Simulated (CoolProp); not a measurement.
Vapour-liquid equilibrium of R143a (1) + R1234yf (2) at 1.94 bar; x and y are mole fractions of (1).

The numbers come from the multi-fluid Helmholtz-energy mixture model, Lemmon and Jacobsen 2000 and Lemmon 2022; pair parameters Bell 2016 in CoolProp.

Q: Give the bubble temperature and the first vapour's composition at x = 0.25, 0.35, 0.95. Is there an azeotrope?

A: x = 0.25: 252.9 K, y = 0.407; x = 0.35: 250.7 K, y = 0.523; x = 0.95: 241.3 K, y = 0.973. No azeotrope shows between x = 0.05 and 0.95.

Pair parameters are fitted to limited data, so mixtures are less certain than the pure fluids.
